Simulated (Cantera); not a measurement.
A closed system holds: 1 mol Al(CH3)3, 11 mol N2, 1.3 mol H2, 1.3 mol N2O, equilibrated at 875 °C and 880 Pa.

Method: chemical equilibrium by Gibbs-energy minimisation in Cantera with the NASA 1993 tables (ideal gas, pure condensed phases). The feed counts by its element totals alone. Mutual solubility and eutectic melting of coexisting phases are not modelled. Kinetics and transport are ignored.

```
species            before    after
----------------  -------  -------
N2                  0.678    0.679
H2                  0.321    0.320
CH4               2.16e-5  0.00121
CO                0.00103  2.50e-8
HCN               1.90e-5  4.37e-8
AlN(s), mol         0.146    0.133
Al2O3(s), mol       0.427    0.433
C(graphite), mol     2.98     2.98
```
Gas species are given as mole fractions.

**Question.** Which change was made?
A. temperature from 875 °C to 527 °C
B. temperature from 875 °C to 600 °C
C. temperature from 875 °C to 1602 °C
D. pressure from 880 Pa to 160 Pa

**Answer.** A, temperature from 875 °C to 527 °C
